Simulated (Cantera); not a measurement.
## Transport properties of process gases

Gas mixture: C₂H₂ = 0.36 (molar parts), at 760 Torr, frozen composition.

Cantera's kinetic-theory transport with the Lennard-Jones parameters of GRI-Mech 3.0, ideal gas; thermal conductivity in the mixture-averaged form. The composition is frozen, though it would react at the higher temperatures.

```json
[
 {"T (K)": "400", "ρ (kg/m³)": "0.793", "cp (J/kg/K)": "1931", "μ (µPa s)": "13.6", "λ (mW/m/K)": "35.7", "Pr": "0.734", "D (cm²/s) O": "0.427", "D (cm²/s) H₂O": "0.302", "D (cm²/s) NO": "0.276"},
 {"T (K)": "650", "ρ (kg/m³)": "0.488", "cp (J/kg/K)": "2288", "μ (µPa s)": "20.1", "λ (mW/m/K)": "62.4", "Pr": "0.736", "D (cm²/s) O": "0.991", "D (cm²/s) H₂O": "0.764", "D (cm²/s) NO": "0.644"},
 {"T (K)": "900", "ρ (kg/m³)": "0.353", "cp (J/kg/K)": "2526", "μ (µPa s)": "25.5", "λ (mW/m/K)": "87.7", "Pr": "0.734", "D (cm²/s) O": "1.72", "D (cm²/s) H₂O": "1.38", "D (cm²/s) NO": "1.12"},
 {"T (K)": "1150", "ρ (kg/m³)": "0.276", "cp (J/kg/K)": "2718", "μ (µPa s)": "30.2", "λ (mW/m/K)": "112", "Pr": "0.734", "D (cm²/s) O": "2.59", "D (cm²/s) H₂O": "2.14", "D (cm²/s) NO": "1.69"},
 {"T (K)": "1400", "ρ (kg/m³)": "0.227", "cp (J/kg/K)": "2870", "μ (µPa s)": "34.5", "λ (mW/m/K)": "135", "Pr": "0.734", "D (cm²/s) O": "3.60", "D (cm²/s) H₂O": "3.01", "D (cm²/s) NO": "2.35"},
 {"T (K)": "1650", "ρ (kg/m³)": "0.192", "cp (J/kg/K)": "2988", "μ (µPa s)": "38.5", "λ (mW/m/K)": "157", "Pr": "0.733", "D (cm²/s) O": "4.73", "D (cm²/s) H₂O": "3.99", "D (cm²/s) NO": "3.09"},
 {"T (K)": "1900", "ρ (kg/m³)": "0.167", "cp (J/kg/K)": "3079", "μ (µPa s)": "42.2", "λ (mW/m/K)": "178", "Pr": "0.732", "D (cm²/s) O": "5.98", "D (cm²/s) H₂O": "5.08", "D (cm²/s) NO": "3.91"},
 {"T (K)": "2150", "ρ (kg/m³)": "0.148", "cp (J/kg/K)": "3152", "μ (µPa s)": "45.8", "λ (mW/m/K)": "198", "Pr": "0.730", "D (cm²/s) O": "7.34", "D (cm²/s) H₂O": "6.26", "D (cm²/s) NO": "4.80"},
 {"T (K)": "2400", "ρ (kg/m³)": "0.132", "cp (J/kg/K)": "3209", "μ (µPa s)": "49.2", "λ (mW/m/K)": "216", "Pr": "0.729", "D (cm²/s) O": "8.81", "D (cm²/s) H₂O": "7.53", "D (cm²/s) NO": "5.75"}
]
```
D: mixture-averaged diffusion coefficient of that species in the mixture.
